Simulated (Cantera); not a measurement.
A closed system holds: 1 mol SiH2Cl2, 17 mol O2, 0.57 mol O3, at 1650 K and 10.0 Torr.

Cantera equilibrium calculation (NASA polynomials, part measured and part estimated; ideal gas, pure solids and liquids). Candidate condensed phases: H2O, Si, SiO2; 30 gas species. The tables hold silica as quartz up to 1696 K and as liquid above; real silica turns to tridymite and cristobalite and melts near 1996 K. Rates play no part.

Base state: O2 0.878, HCl 0.0712, Cl 0.0326, H2O 0.0168, Cl2 0.000660, OH 0.000442, O 0.000210, ClO 7.28e-5 (mole fractions); condensed: SiO2(β-quartz).

Problem. What changes in the equilibrium state with this change: O2 from 17 to 0.49 mol?

Solution. 
```tsv
species	before	after
HCl	0.0712	0.715
O2	0.878	0.114
Cl	0.0326	0.105
H2O	0.0168	0.0589
Cl2	0.000660	0.00681
H2	1.82e-6	1.77e-5
O	0.000210	7.57e-5
SiO2(β-quartz), mol	1.00	1.00
```

Problem. What changes in the equilibrium state with this change: 0.91 mol N2 added?

Solution. 
```json
[
 {"species": "O2", "before": "0.878", "after": "0.837"},
 {"species": "HCl", "before": "0.0712", "after": "0.0678"},
 {"species": "N2", "before": "0", "after": "0.0451"},
 {"species": "H2O", "before": "0.0168", "after": "0.0161"},
 {"species": "Cl", "before": "0.0326", "after": "0.0313"},
 {"species": "NO", "before": "0", "after": "0.00114"},
 {"species": "Cl2", "before": "0.000660", "after": "0.000609"},
 {"species": "SiO2(β-quartz), mol", "before": "1.00", "after": "1.00"}
]
```
Further candidate phases: NH4Cl, Si2N2O, Si3N4.
